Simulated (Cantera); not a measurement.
Input (Python, Cantera) and output of one run.

```python
import numpy as np
import cantera as ct

gas_names = """
    AL ALCL ALCL2 ALCL3 ALH AL2 AL2CL6 CL CL2 H HCL H2
""".split()
cond_names = """
    AL(cr) AL(L) ALCL3(s) ALCL3(L)
""".split()


def load(file, names, dense=False):
    # The tables refer to 1 bar. Condensed volumes are neglected.
    table = {s.name: s for s in ct.Species.list_from_file(file)}
    out = []
    for n in names:
        d = dict(table[n].input_data)
        d["thermo"] = dict(d["thermo"], **{"reference-pressure": 1e5})
        if dense:
            d["equation-of-state"] = {"model": "constant-volume", "density": "1e6 g/cm^3"}
        out.append(ct.Species.from_dict(d))
    return out


gas = ct.Solution(thermo="ideal-gas", species=load("nasa_gas.yaml", gas_names))
cond = {s.name: ct.Solution(thermo="fixed-stoichiometry", species=[s], name=s.name)
        for s in load("nasa_condensed.yaml", cond_names, dense=True)}
atoms = {
    'Al': {'AL': 1},
    'HCl': {'H': 1, 'CL': 1},
}
top_T = {}  # K; cautious upper limits of use, not melting points


def equilibrate(T, P, feed):
    n = {}
    for name, mol in feed.items():
        for a, k in atoms[name].items():
            n[a] = n.get(a, 0.0) + k * mol
    gas.TPX = T, P, n
    mass = sum(n.values()) * gas.mean_molecular_weight
    gas.equilibrate("TP")
    valid = [c for c in cond.values() if c.min_temp <= T <= top_T.get(c.name, c.max_temp)]
    mix = ct.Mixture([(gas, mass / gas.mean_molecular_weight)] + [(c, 0.0) for c in valid])
    mix.T, mix.P = T, P
    mix.equilibrate("TP", solver="gibbs", rtol=1e-10, max_steps=50000)
    return mix


results = []
P = 31000  # Pa
for T in [1073, 1123, 1173, 1223, 1273, 1323, 1373, 1423, 1473, 1523, 1573, 1623, 1673, 1723]:
    for m in [0.34, 0.51, 0.67, 0.84, 1, 1.2, 1.3, 1.5]:
        feed = {'Al': 1, 'HCl': m}  # mol
        mix = equilibrate(T, P, feed)
        results.append((T, P, feed, dict(zip(mix.species_names, mix.species_moles))))

for T, P, feed, n in results:
    print(f"{T:7g} {feed['HCl']:10.4g}  " + (" + ".join(c for c in cond_names if n.get(c, 0) > 1e-12) or "gas only"))
```

Output:

```
   1073       0.34  AL(L)
   1073       0.51  AL(L)
   1073       0.67  AL(L)
   1073       0.84  AL(L)
   1073          1  AL(L)
   1073        1.2  AL(L)
   1073        1.3  AL(L)
   1073        1.5  AL(L)
   1123       0.34  AL(L)
   1123       0.51  AL(L)
   1123       0.67  AL(L)
   1123       0.84  AL(L)
   1123          1  AL(L)
   1123        1.2  AL(L)
   1123        1.3  AL(L)
   1123        1.5  AL(L)
   1173       0.34  AL(L)
   1173       0.51  AL(L)
   1173       0.67  AL(L)
   1173       0.84  AL(L)
   1173          1  AL(L)
   1173        1.2  AL(L)
   1173        1.3  AL(L)
   1173        1.5  AL(L)
   1223       0.34  AL(L)
   1223       0.51  AL(L)
   1223       0.67  AL(L)
   1223       0.84  AL(L)
   1223          1  AL(L)
   1223        1.2  AL(L)
   1223        1.3  AL(L)
   1223        1.5  AL(L)
   1273       0.34  AL(L)
   1273       0.51  AL(L)
   1273       0.67  AL(L)
   1273       0.84  AL(L)
   1273          1  AL(L)
   1273        1.2  AL(L)
   1273        1.3  AL(L)
   1273        1.5  AL(L)
   1323       0.34  AL(L)
   1323       0.51  AL(L)
   1323       0.67  AL(L)
   1323       0.84  AL(L)
   1323          1  AL(L)
   1323        1.2  AL(L)
   1323        1.3  AL(L)
   1323        1.5  AL(L)
   1373       0.34  AL(L)
   1373       0.51  AL(L)
   1373       0.67  AL(L)
   1373       0.84  AL(L)
   1373          1  AL(L)
   1373        1.2  AL(L)
   1373        1.3  AL(L)
   1373        1.5  AL(L)
   1423       0.34  AL(L)
   1423       0.51  AL(L)
   1423       0.67  AL(L)
   1423       0.84  AL(L)
   1423          1  AL(L)
   1423        1.2  AL(L)
   1423        1.3  AL(L)
   1423        1.5  gas only
   1473       0.34  AL(L)
   1473       0.51  AL(L)
   1473       0.67  AL(L)
   1473       0.84  AL(L)
   1473          1  AL(L)
   1473        1.2  gas only
   1473        1.3  gas only
   1473        1.5  gas only
   1523       0.34  AL(L)
   1523       0.51  AL(L)
   1523       0.67  AL(L)
   1523       0.84  AL(L)
   1523          1  AL(L)
   1523        1.2  gas only
   1523        1.3  gas only
   1523        1.5  gas only
   1573       0.34  AL(L)
   1573       0.51  AL(L)
   1573       0.67  AL(L)
   1573       0.84  AL(L)
   1573          1  AL(L)
   1573        1.2  gas only
   1573        1.3  gas only
   1573        1.5  gas only
   1623       0.34  AL(L)
   1623       0.51  AL(L)
   1623       0.67  AL(L)
   1623       0.84  AL(L)
   1623          1  AL(L)
   1623        1.2  gas only
   1623        1.3  gas only
   1623        1.5  gas only
   1673       0.34  AL(L)
   1673       0.51  AL(L)
   1673       0.67  AL(L)
   1673       0.84  AL(L)
   1673          1  AL(L)
   1673        1.2  gas only
   1673        1.3  gas only
   1673        1.5  gas only
   1723       0.34  AL(L)
   1723       0.51  AL(L)
   1723       0.67  AL(L)
   1723       0.84  AL(L)
   1723          1  AL(L)
   1723        1.2  gas only
   1723        1.3  gas only
   1723        1.5  gas only
```

Cantera equilibrium calculation (NASA polynomials, part measured and part estimated; ideal gas, pure solids and liquids). The tables' values for AlCl2 are old estimates.
